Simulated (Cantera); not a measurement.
Input (Python, Cantera) and output of one run.

```python
import numpy as np
import cantera as ct

gas_names = """
    H H2 N NH NH2 NH3 N2 N2H2 N2H4 Zr ZrN
""".split()
cond_names = """
    Zr(a) Zr(b) Zr(L) ZrN(s) ZrN(L)
""".split()


# ... load() reads the species with a 1 bar reference pressure and builds the phases ...
atoms = {
    'ZrN': {'Zr': 1, 'N': 1},
    'H2': {'H': 2},
}
top_T = {}  # K; cautious upper limits of use, not melting points


# ... equilibrate(T, P, feed) seeds the gas with the atoms and calls Mixture.equilibrate('TP', solver="vcs", rtol=1e-11, max_steps=5000) ...
results = []
feed = {'ZrN': 1, 'H2': 0.016}  # mol
T = 2900  # K
P = 1.4  # Pa
mix = equilibrate(T, P, feed)
results.append((T, P, feed, dict(zip(mix.species_names, mix.species_moles))))
print(gas.report(threshold=0.0001))
for i in range(1, mix.n_phases):
    print(f"{mix.phase(i).name:16s} {mix.phase_moles(i):12.5e} mol")
```

Output:

```
       temperature   2900 K
          pressure   1.4 Pa
           density   3.9873e-06 kg/m^3
  mean mol. weight   68.672 kg/kmol
   phase of matter   gas

                          1 kg             1 kmol
                     ---------------   ---------------
          enthalpy        7.0096e+06        4.8136e+08  J
   internal energy        6.6585e+06        4.5725e+08  J
           entropy            5073.2        3.4839e+05  J/K
    Gibbs function       -7.7028e+06       -5.2897e+08  J
 heat capacity c_p            488.18             33524  J/K
 heat capacity c_v            367.11             25210  J/K

                      mass frac. Y      mole frac. X     chem. pot. / RT
                     ---------------   ---------------   ---------------
                 H        0.00030642          0.020875           -23.246
                 N        0.00022237         0.0010902           -20.277
                N2           0.13284           0.32565           -40.554
                Zr           0.86663           0.65239           -12.606
     [   +7 minor]        5.8545e-08        4.9253e-07

Zr(L)             0.00000e+00 mol
ZrN(s)            0.00000e+00 mol
```

Method: chemical equilibrium by Gibbs-energy minimisation in Cantera with the NASA 1993 tables (ideal gas, pure condensed phases).
